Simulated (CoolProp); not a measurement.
Vapour-liquid equilibrium of R1234yf (1) + R152A (2) at 1.28 bar; x and y are mole fractions of (1).

The numbers come from the multi-fluid Helmholtz-energy mixture model, Lemmon 2022 and Outcalt 1996; pair parameters Bell 2023 in CoolProp.

```json
[
 {"x": "0.05", "bubble temperature (°C)": "-19.5", "y at the bubble point": "0.081", "dew temperature at overall composition x (°C)": "-19.1", "liquid density (mol/L)": "14.86"},
 {"x": "0.125", "bubble temperature (°C)": "-20.5", "y at the bubble point": "0.184", "dew temperature at overall composition x (°C)": "-19.9", "liquid density (mol/L)": "14.45"},
 {"x": "0.2", "bubble temperature (°C)": "-21.3", "y at the bubble point": "0.271", "dew temperature at overall composition x (°C)": "-20.7", "liquid density (mol/L)": "14.06"},
 {"x": "0.275", "bubble temperature (°C)": "-22.0", "y at the bubble point": "0.347", "dew temperature at overall composition x (°C)": "-21.4", "liquid density (mol/L)": "13.69"},
 {"x": "0.35", "bubble temperature (°C)": "-22.5", "y at the bubble point": "0.417", "dew temperature at overall composition x (°C)": "-22.0", "liquid density (mol/L)": "13.34"},
 {"x": "0.425", "bubble temperature (°C)": "-22.9", "y at the bubble point": "0.483", "dew temperature at overall composition x (°C)": "-22.6", "liquid density (mol/L)": "13.01"},
 {"x": "0.5", "bubble temperature (°C)": "-23.2", "y at the bubble point": "0.546", "dew temperature at overall composition x (°C)": "-23.0", "liquid density (mol/L)": "12.69"},
 {"x": "0.575", "bubble temperature (°C)": "-23.5", "y at the bubble point": "0.610", "dew temperature at overall composition x (°C)": "-23.4", "liquid density (mol/L)": "12.39"},
 {"x": "0.65", "bubble temperature (°C)": "-23.7", "y at the bubble point": "0.673", "dew temperature at overall composition x (°C)": "-23.6", "liquid density (mol/L)": "12.11"},
 {"x": "0.725", "bubble temperature (°C)": "-23.9", "y at the bubble point": "0.739", "dew temperature at overall composition x (°C)": "-23.8", "liquid density (mol/L)": "11.84"},
 {"x": "0.8", "bubble temperature (°C)": "-24.0", "y at the bubble point": "0.807", "dew temperature at overall composition x (°C)": "-23.9", "liquid density (mol/L)": "11.58"},
 {"x": "0.875", "bubble temperature (°C)": "-24.0", "y at the bubble point": "0.877", "dew temperature at overall composition x (°C)": "-24.0", "liquid density (mol/L)": "11.33"},
 {"x": "0.95", "bubble temperature (°C)": "-24.0", "y at the bubble point": "0.950", "dew temperature at overall composition x (°C)": "-24.0", "liquid density (mol/L)": "11.09"}
]
```

y crosses x between x = 0.875 and 0.95: the model has an azeotrope there.

Pair parameters are fitted to limited data, so mixtures are less certain than the pure fluids.
